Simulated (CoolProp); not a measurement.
Vapour-liquid equilibrium of methanol (1) + m-xylene (2) at 0.131 MPa; x and y are mole fractions of (1).

The numbers come from the multi-fluid Helmholtz-energy mixture model, de Reuck 1993 and Zhou 2012; pair parameters Bell 2016 in CoolProp.

```csv
x,"bubble temperature, mixture model (°C)","bubble temperature, Raoult's law (°C)","y, mixture model","y, Raoult's law"
0.05,104.8,134.1,0.720,0.358
0.2,77.8,110.1,0.898,0.735
0.35,74.8,97.0,0.912,0.860
0.5,74.7,88.3,0.912,0.921
0.65,74.4,81.8,0.914,0.957
0.8,73.4,76.6,0.928,0.980
0.95,71.7,72.4,0.973,0.996
```

The largest gap from Raoult's law is -32.3 K in bubble temperature, at x = 0.2. No azeotrope shows between x = 0.05 and 0.95.

The pair parameters rest on a limited set of measurements; away from them the model extrapolates. With so large a gap from Raoult's law the liquid may split in two, which this calculation doesn't test in full.
